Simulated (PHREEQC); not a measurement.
**Acid mine or pickling water: speciation**

Model water analysis in mg/kgw, 25 °C, pH 3.94, pe 8.7: Na 291; K 101; Ca 116; Mg 28.3; Cl 159; S(6) as SO4 938; Ni 2.82; Mn(2) 32.4.

Na is adjusted to close the charge balance.
Valence states are taken as typed.

Equilibrium calculation in PHREEQC: ion-association model, wateq4f.dat.

Each row changes one thing in this solution. No solid was allowed to form.

| case | ionic strength (mol/kgw) | SO4-2 (mol/kgw) | Ca+2 (mol/kgw) | Mg+2 (mol/kgw) | Mn+2 (mol/kgw) | HSO4- (mol/kgw) | SI of Gypsum (CaSO4:2H2O) | SI of Epsomite (MgSO4:7H2O) |
|---|---|---|---|---|---|---|---|---|
| as made | 0.0319 | 0.00795 | 0.00202 | 0.000767 | 0.000420 | 5.46e-5 | -0.77 | -3.63 |
| all concentrations times 4 at the same typed pH | 0.116 | 0.0279 | 0.00672 | 0.00246 | 0.00140 | 0.000144 | -0.02 | -2.89 |
| Ca from 116 to 348 mg/kgw | 0.0326 | 0.00680 | (withheld) | 0.000809 | (withheld) | 4.65e-5 | -0.35 | (withheld) |
| temperature from 25 to 45 °C at the same typed pH | 0.0309 | 0.00766 | 0.00195 | 0.000652 | 0.000384 | 8.31e-5 | -0.79 | -3.86 |

Problem. Some entries are withheld; supply them.

Solution. 
- Ca from 116 to 348 mg/kgw, Ca+2 (mol/kgw): 0.00635
- Ca from 116 to 348 mg/kgw, Mn+2 (mol/kgw): 0.000439
- Ca from 116 to 348 mg/kgw, SI of Epsomite (MgSO4:7H2O): -3.68

Constants without temperature data keep their 25 °C values here.
